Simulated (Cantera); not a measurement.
Feed: 1 mol Si3N4, 81 mol HCl, 4.9 mol N2, held at 1398 K and 1.10e-5 bar.

These are equilibrium values from Cantera (NASA tables, ideal gas, pure condensed phases), not measurements of a reactor. Candidate condensed phases: NH4Cl, Si, Si3N4; 28 gas species. The tables' values for SiCl3 are old estimates; treat these amounts as uncertain. Equilibrium is a limit: real reactors are often held back by kinetics, nucleation or transport.

Task: What is the equilibrium state?

Result: 
```json
{
  "x(HCl)": "0.844",
  "x(N2)": "0.0784",
  "x(H2)": "0.0383",
  "x(SiCl2)": "0.0312",
  "x(Cl)": "0.00507",
  "x(SiCl3)": "0.00225",
  "x(SiCl4)": "0.000693",
  "x(H)": "0.000279",
  "x(SiHCl3)": "2.21e-6",
  "gas_amount": "87.98 mol",
  "log10 activity of Si(s) (absent)": "-3.24"
}
```
